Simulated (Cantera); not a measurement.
Feed: 1 mol V₂O₃, 1.5 mol H₂, 29 mol N₂, at 1700 K and 0.000130 bar.

Cantera equilibrium calculation (NASA polynomials, part measured and part estimated; ideal gas, pure solids and liquids). Candidate condensed phases: H₂O, V, VN, VO, V₂O₃, V₂O₄, V₂O₅; 28 gas species. Mutual solubility and eutectic melting of coexisting phases are not modelled. VO: taken at fixed stoichiometry. Condensed phases not in the tables: the oxides between V₂O₃ and V₂O₅ other than VO₂. Kinetics and transport are ignored.

Base state: N₂ 0.949, H₂ 0.0472, H 0.00281, H₂O 0.000459, VO₂ 0.000420, VO 5.99e-5 (mole fractions); condensed: VO(s) + V₂O₃(s).

Task: What changes in the equilibrium state with this change: V₂O₃ replaced by FeS₂?

Result: 
```tsv
species	before	after
N₂	0.949	0.889
H₂	0.0472	0.0439
Fe	0	0.0307
S₂	0	0.0277
VO₂	0.000420	0
S	0	0.00461
SH	0	0.00114
H₂O	0.000459	0
H₂S	0	0.000129
VO(s), mol	0.0391	0
V₂O₃(s), mol	0.973	0
```
Further candidate phases: Fe, FeS, FeS₂, S.
